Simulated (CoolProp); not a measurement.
Vapour-liquid equilibrium of toluene (1) + m-xylene (2) at 1.36 MPa; x and y are mole fractions of (1).

Values from CoolProp's multi-fluid Helmholtz-energy mixture model, Lemmon 2006 and Zhou 2012; pair parameters Bell 2016.

```
x     bubble temperature (°C)  y at the bubble point  dew temperature at overall composition x (°C)  liquid density (mol/L)
----  -----------------------  ---------------------  ---------------------------------------------  ----------------------
0.05                    269.0             (withheld)                                          269.6                   5.631
0.2                     262.7                  0.267                                          264.9                   5.805
0.35                    256.6                  0.441                                          259.8                   5.980
0.5                     251.0                  0.595                                          254.5                   6.155
0.65                    246.0                  0.729                                          248.9                   6.332
0.8                     241.4                  0.850                                     (withheld)                   6.513
0.95                    237.4             (withheld)                                          237.9              (withheld)
```

Question: Some entries are withheld; supply them.

Answer: 
- 0.05, y at the bubble point: 0.070
- 0.8, dew temperature at overall composition x (°C): 243.3
- 0.95, y at the bubble point: 0.963
- 0.95, liquid density (mol/L): 6.702

No azeotrope shows between x = 0.05 and 0.95.

Pair parameters are fitted to limited data, so mixtures are less certain than the pure fluids.
